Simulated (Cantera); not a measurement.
Feed: 1 mol Fe2O3, 0.47 mol O2, 3.7 mol N2, 4.1 mol SO2, equilibrated at 1675 K.

Method: chemical equilibrium by Gibbs-energy minimisation in Cantera with the NASA 1993 tables (ideal gas, pure condensed phases). Candidate condensed phases: Fe, FeO, FeS, FeSO4, FeS2, Fe2O3, Fe2(SO4)3, Fe3O4, S; 19 gas species. Mutual solubility and eutectic melting of coexisting phases are not modelled. Rates play no part.

Which condensed phases are stable at each of these points (P (Pa)): 1000, 4600, 21000, 96000, 440000, 2000000?


```csv
P (Pa),condensed phases,Fe condensed (%)
1000,Fe3O4(s),100.0
4600,Fe3O4(s),100.0
21000,Fe3O4(s),100.0
96000,Fe3O4(s),100.0
440000,Fe2O3(s) + Fe3O4(s),100.0
2000000,Fe2O3(s),100.0
```

From 10.0 mbar to 0.960 bar the condensed part is Fe3O4(s). At 4.40 bar the condensed part is Fe2O3(s) + Fe3O4(s). At 20.0 bar the condensed part is Fe2O3(s).
